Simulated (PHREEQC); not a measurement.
1 kg of water holding 0.089 mol/kgw NaCl, 0.51 mol/kgw MgCl2 and 0.27 mol/kgw MgSO4 is evaporated at 25 °C; the solids stay in contact with the brine. CO2 from the air is kept out. Solids allowed: Bischofite, Bloedite, Brucite, Epsomite, Halite, Hexahydrite, Kieserite, Mirabilite, Thenardite, MgCl2_4H2O. Others were left out.

Computed with PHREEQC (Pitzer model, pitzer.dat).

| water left (kg) | ionic strength | water activity | Bischofite (mol) | Kieserite (mol) | Epsomite (mol) | Halite (mol) |
|---|---|---|---|---|---|---|
| 1 | 2.70 | 0.964 | 0 | 0 | 0 | 0 |
| 0.8219 | 3.28 | 0.954 | 0 | 0 | 0 | 0 |
| 0.6755 | ___ | 0.940 | 0 | 0 | 0 | 0 |
| 0.4563 | 5.91 | 0.897 | 0 | 0 | 0 | 0 |
| 0.375 | 7.20 | 0.863 | 0 | 0 | 0 | 0 |
| 0.3082 | 8.76 | ___ | 0 | 0 | 0 | 0 |
| 0.2533 | 10.7 | ___ | 0 | 0 | 0 | 0 |
| 0.1946 | 11.6 | 0.676 | 0 | 0 | 0.108 | 0 |
| 0.1495 | 13.5 | 0.566 | 0 | 0 | 0.172 | 0 |
| 0.1372 | 13.9 | ___ | 0 | 0.194 | 0 | ___ |
| 0.09022 | 17.2 | ___ | 0 | 0.267 | 0 | 0.0809 |
| 0.0487 | 17.6 | 0.318 | 0.227 | 0.269 | 0 | 0.0853 |
| 0.01126 | 17.6 | 0.318 | 0.445 | 0.270 | 0 | 0.0882 |

Question: Complete the blanks.

Answer: 
- 0.6755, ionic strength: 4.00
- 0.3082, water activity: 0.815
- 0.2533, water activity: 0.750
- 0.1372, water activity: 0.535
- 0.1372, Halite (mol): 0.0158
- 0.09022, water activity: 0.336

Species that the database lacks are ignored.
